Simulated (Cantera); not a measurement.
Transport properties of process gases

Gas mixture: 19.6 % NH3, 6.52 % H2O, 31.5 % H2, 42.4 % C2H4, at 100.0 Torr, frozen composition.

Cantera's kinetic-theory transport with the Lennard-Jones parameters of GRI-Mech 3.0, ideal gas; thermal conductivity in the mixture-averaged form. Polar gases are described roughly by these parameters. The composition is frozen, though it would react at the higher temperatures.

```tsv
T (K)	ρ (kg/m³)	cp (J/kg/K)	μ (µPa s)	λ (mW/m/K)	Pr	D (cm²/s) CO2	D (cm²/s) NO	D (cm²/s) H2
400	0.0683	2427	13.9	73.6	0.459	2.30	3.02	8.63
600	0.0455	2966	20.0	115	0.518	4.89	6.22	17.4
800	0.0341	3373	25.5	157	0.549	8.21	10.2	28.3
1000	0.0273	3707	30.4	198	0.568	12.1	15.0	41.1
1200	0.0228	3972	34.9	240	0.579	16.7	20.4	55.8
1400	0.0195	4188	39.1	280	0.585	21.7	26.4	72.1
1600	0.0171	4363	43.0	319	0.589	27.2	33.0	90.0
1800	0.0152	4504	46.8	357	0.591	33.2	40.2	109
```
D: mixture-averaged diffusion coefficient of that species in the mixture.
